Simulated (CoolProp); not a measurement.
C3F8 (R218) along the isotherm 109.55 °C: Z from the reference equation and from simpler models built on Tc = 71.9 °C, pc = 2.640 MPa, ω = 0.317; each cubic takes its own stable root.

Values from CoolProp's reference Helmholtz-energy equation of state, Lemmon 2006. It is a short technical equation, of lower accuracy than the large ones.

```json
[
 {"p (MPa)": "1.47", "phase": "gas", "reference": "0.8604"},
 {"p (MPa)": "2.93", "phase": "supercritical", "reference": "0.6859"},
 {"p (MPa)": "4.4", "phase": "supercritical", "reference": "0.4984"},
 {"p (MPa)": "5.87", "phase": "supercritical", "reference": "0.4419"},
 {"p (MPa)": "7.33", "phase": "supercritical", "reference": "0.4755"},
 {"p (MPa)": "8.8", "phase": "supercritical", "reference": "0.5278"},
 {"p (MPa)": "10.3", "phase": "supercritical", "reference": "0.5862"},
 {"p (MPa)": "11.7", "phase": "supercritical", "reference": "0.6422"},
 {"p (MPa)": "13.2", "phase": "supercritical", "reference": "0.7025"}
]
```

**Question.** How far does each simpler model (van der Waals, Soave-Redlich-Kwong, Peng-Robinson) lie from the reference over these 9 states: mean and median of the absolute difference, and the worst?

**Answer.** 
- van der Waals: mean 15.0 %, median 18.2 %, worst +23.8 % at 109.55 °C and 13.2 MPa
- Soave-Redlich-Kwong: mean 7.0 %, median 7.6 %, worst +13.1 % at 109.55 °C and 5.87 MPa
- Peng-Robinson: mean 2.6 %, median 2.2 %, worst +4.9 % at 109.55 °C and 5.87 MPa
